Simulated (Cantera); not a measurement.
Input (Python, Cantera) and output of one run.

```python
import numpy as np
import cantera as ct

gas_names = [...]  # 127 gases of nasa_gas.yaml made of C, Fe, H, O, S
cond_names = """
    C(gr) C6H6(L) C7H8(L) C8H18(L),n-octa Fe(a) Fe(c) Fe(d) Fe(L) FeC5O5(L) FeO(s) FeO(L) Fe(OH)2(s)
    Fe(OH)3(s) FeS(a) FeS(b) FeS(c) FeS(L) FeSO4(s) FeS2(s) Fe2O3(s) Fe2S3O12(s) Fe3O4(s) H2O(s) H2O(L)
    H2SO4(L) S(cr1) S(cr2) S(L)
""".split()


# ... load() reads the species with a 1 bar reference pressure and builds the phases ...
atoms = {
    'Fe2O3': {'Fe': 2, 'O': 3},
    'H2S': {'H': 2, 'S': 1},
    'CO2': {'C': 1, 'O': 2},
}
top_T = {'C(gr)': 4500, 'FeSO4(s)': 950, 'FeS2(s)': 1010, 'Fe2O3(s)': 1830, 'Fe2S3O12(s)': 1100, 'Fe3O4(s)': 1870}  # K; cautious upper limits of use, not melting points


# ... equilibrate(T, P, feed) seeds the gas with the atoms and calls Mixture.equilibrate('TP', solver="vcs", rtol=1e-11, max_steps=5000) ...
results = []
feed = {'Fe2O3': 1, 'H2S': 0.26, 'CO2': 0.063}  # mol
T = 1648.15  # K
for P in [1000, 4600, 21000, 96000, 440000, 2000000]:
    mix = equilibrate(T, P, feed)
    results.append((T, P, feed, dict(zip(mix.species_names, mix.species_moles))))

top = {s: max(r[3][s] / sum(r[3][g] for g in gas_names) for r in results) for s in gas_names}
cols = sorted((s for s in top if top[s] > 1e-05), key=lambda s: -top[s])[:5]
seen = [c for c in cond_names if any(r[3].get(c, 0) > 1e-12 for r in results)]
print("log10 of partial pressures in bar; condensed amounts in mol")
print(f"{'P/Pa':>10s}" + "".join(f"{s[:9]:>10s}" for s in cols + seen))
for T, P, feed, n in results:
    ng = sum(n[g] for g in gas_names)
    print(f"{P:10.4g}" + "".join(f"{np.log10(max(n[s] / ng * P / 1e5, 1e-99)):10.3f}" for s in cols)
          + "".join(f"{n.get(c, 0):10.4g}" for c in seen))
```

It prints:

```
log10 of partial pressures in bar; condensed amounts in mol
      P/Pa       SO2       H2O       CO2        H2        S2    FeO(s)  Fe3O4(s)
      1000    -2.353    -2.357    -2.987    -4.179    -7.525     1.317    0.2277
      4600    -1.690    -1.695    -2.324    -3.516    -6.200     1.316    0.2279
   2.1e+04    -1.030    -1.035    -1.665    -2.856    -4.881     1.316    0.2281
   9.6e+04    -0.371    -0.375    -1.004    -2.196    -3.562     1.313     0.229
   4.4e+05     0.288     0.286    -0.342    -1.535    -2.244       1.3    0.2332
     2e+06     0.935     0.945     0.319    -0.876    -0.950     1.248    0.2508
```

Equilibrium computed with Cantera from the NASA thermochemical tables; the gas is ideal and each condensed phase is pure. Mutual solubility and eutectic melting of coexisting phases are not modelled. The tables' stoichiometric FeO is somewhat more stable than real wüstite, so its field is too wide. FeO: taken at fixed stoichiometry.
